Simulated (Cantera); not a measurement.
**Transport properties of process gases**

Gas mixture: CO : CH₄ = 0.33 : 0.64 (molar parts), at 165 Torr, frozen composition.

Cantera's kinetic-theory transport with the Lennard-Jones parameters of GRI-Mech 3.0, ideal gas; thermal conductivity in the mixture-averaged form. The composition is frozen, though it would react at the higher temperatures.

```json
[
 {"T (K)": "400", "ρ (kg/m³)": "0.133", "cp (J/kg/K)": "1826", "μ (µPa s)": "17.3", "λ (mW/m/K)": "43.2", "Pr": "0.730", "D (cm²/s) H": "8.85", "D (cm²/s) CO₂": "1.30", "D (cm²/s) CH₃": "1.76"},
 {"T (K)": "500", "ρ (kg/m³)": "0.106", "cp (J/kg/K)": "2029", "μ (µPa s)": "20.3", "λ (mW/m/K)": "56.1", "Pr": "0.736", "D (cm²/s) H": "13.1", "D (cm²/s) CO₂": "1.94", "D (cm²/s) CH₃": "2.60"},
 {"T (K)": "600", "ρ (kg/m³)": "0.0887", "cp (J/kg/K)": "2244", "μ (µPa s)": "23.1", "λ (mW/m/K)": "69.7", "Pr": "0.744", "D (cm²/s) H": "17.9", "D (cm²/s) CO₂": "2.68", "D (cm²/s) CH₃": "3.56"},
 {"T (K)": "700", "ρ (kg/m³)": "0.0760", "cp (J/kg/K)": "2450", "μ (µPa s)": "25.7", "λ (mW/m/K)": "83.7", "Pr": "0.753", "D (cm²/s) H": "23.3", "D (cm²/s) CO₂": "3.50", "D (cm²/s) CH₃": "4.64"},
 {"T (K)": "800", "ρ (kg/m³)": "0.0665", "cp (J/kg/K)": "2639", "μ (µPa s)": "28.2", "λ (mW/m/K)": "97.7", "Pr": "0.761", "D (cm²/s) H": "29.3", "D (cm²/s) CO₂": "4.41", "D (cm²/s) CH₃": "5.82"},
 {"T (K)": "900", "ρ (kg/m³)": "0.0591", "cp (J/kg/K)": "2810", "μ (µPa s)": "30.5", "λ (mW/m/K)": "112", "Pr": "0.767", "D (cm²/s) H": "35.7", "D (cm²/s) CO₂": "5.39", "D (cm²/s) CH₃": "7.10"},
 {"T (K)": "1000", "ρ (kg/m³)": "0.0532", "cp (J/kg/K)": "2976", "μ (µPa s)": "32.7", "λ (mW/m/K)": "125", "Pr": "0.775", "D (cm²/s) H": "42.6", "D (cm²/s) CO₂": "6.45", "D (cm²/s) CH₃": "8.47"},
 {"T (K)": "1100", "ρ (kg/m³)": "0.0484", "cp (J/kg/K)": "3119", "μ (µPa s)": "34.8", "λ (mW/m/K)": "139", "Pr": "0.781", "D (cm²/s) H": "50.0", "D (cm²/s) CO₂": "7.58", "D (cm²/s) CH₃": "9.94"}
]
```
D: mixture-averaged diffusion coefficient of that species in the mixture.
